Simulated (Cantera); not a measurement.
**Thermodynamics of silicon carbide growth, feed (CH3)2SiCl2 + C2H4 + H2**

Input: 1 mol (CH3)2SiCl2, 0.028 mol C2H4, 640 mol H2, held at 2125 K.

These are equilibrium values from Cantera (NASA tables, ideal gas, pure condensed phases), not measurements of a reactor. Candidate condensed phases: C, C6H6, C7H8, C8H18, Si, SiC; 109 gas species. The feed counts by its element totals alone. Gases not in the tables: Si2H6 and higher silanes. Equilibrium is a limit: real reactors are often held back by kinetics, nucleation or transport.

```tsv
P (Pa)	x H2	x H	x HCl	x C2H2 (acetylene)	x Si	x Cl	x CH4	x SiC2	n SiC(s)
100	0.886	0.108	0.00269	0.00141	0.00134	0.000241	2.38e-7	9.07e-5	0
270	0.927	0.0673	0.00284	0.00144	0.00134	0.000151	6.94e-7	8.86e-5	0
720	0.952	0.0418	0.00293	0.00145	0.00129	9.44e-5	1.94e-6	8.40e-5	0
1900	0.969	0.0259	0.00299	0.00128	0.000872	5.88e-5	4.92e-6	4.91e-5	0.288
5200	0.980	0.0158	0.00304	0.00102	0.000359	3.58e-5	1.22e-5	1.59e-5	0.689
14000	0.986	0.00964	0.00306	0.000895	0.000143	2.19e-5	3.12e-5	5.53e-6	0.859
37000	0.990	0.00594	0.00308	0.000823	5.64e-5	1.35e-5	7.94e-5	2.00e-6	0.929
100000	0.992	0.00362	0.00309	0.000738	2.21e-5	8.25e-6	0.000204	7.00e-7	0.957
```
x: gas mole fraction; n: condensed amount in mol.

From 1.00 mbar to 7.20 mbar nothing is condensed. From 19.0 mbar to 1.00 bar the condensed part is SiC(s). The main Si-bearing gas is Si at 1.00 mbar and SiH2 at 1.00 bar.
